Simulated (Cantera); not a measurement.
A perfectly stirred reactor is fed with 18.2 % C2H6, 81.8 % N2, at 1.00 bar; it is held at 1125 K, and followed from long to short residence time.

Model: GRI-Mech 3.0 (53 species, 325 reactions), integrated in Cantera. GRI-Mech 3.0 stops at C3 and has no aromatics, soot or wall deposition, so with more carbon than oxygen in the feed, carbon stays in small species such as C2H2 where larger ones or solid carbon would form.

Predict: x(C2H6) at τ = 9.80 s; x(CH3) at τ = 9.80 s; x(C2H2) at τ = 9.80 s; x(C2H6) at τ = 0.130 s; x(CH3) at τ = 0.130 s; x(C2H2) at τ = 0.130 s.


| Property | Result |
|---|---|
| x(C2H6) at τ = 9.80 s | 0.00790 |
| x(CH3) at τ = 9.80 s | 1.72e-6 |
| x(C2H2) at τ = 9.80 s | 0.0181 |
| x(C2H6) at τ = 0.130 s | 0.0684 |
| x(CH3) at τ = 0.130 s | 2.67e-6 |
| x(C2H2) at τ = 0.130 s | 0.00316 |
